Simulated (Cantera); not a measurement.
Charge: 1 mol borazine, 3.7 mol O₂, 140 mol H₂, equilibrated at 0.133 bar.

These are equilibrium values from Cantera (NASA tables, ideal gas, pure condensed phases), not measurements of a reactor. Candidate condensed phases: B, BN, B₂O₃, B₃O₃H₃, H₂O; 39 gas species. The feed counts by its element totals alone. The numbers say what is thermodynamically allowed, not how fast it happens.

Question: At 2025 K, list the 6 most abundant gas species with their mole fractions, and the condensed phases.

Answer: H₂ 0.949, H₂O 0.0159, HBO₂ 0.0130, N₂ 0.0102, H 0.00514, HBO 0.00470. Condensed: gas only.
